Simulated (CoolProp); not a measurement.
Vapour-liquid equilibrium of carbon dioxide (1) + carbonyl sulfide (2) at 277.9 K; x and y are mole fractions of (1).

Computed with CoolProp (multi-fluid Helmholtz-energy mixture model, Span 1996 and Lemmon 2006; pair parameters Bell 2016).

**Question.** Give the bubble pressure and the first vapour's composition at x = 0.25, 0.35, 0.75. Is there an azeotrope?

**Answer.** x = 0.25: 1.808 MPa, y = 0.622; x = 0.35: 2.134 MPa, y = 0.698; x = 0.75: 3.229 MPa, y = 0.881. No azeotrope shows between x = 0.05 and 0.95.

The pair parameters rest on a limited set of measurements; away from them the model extrapolates.
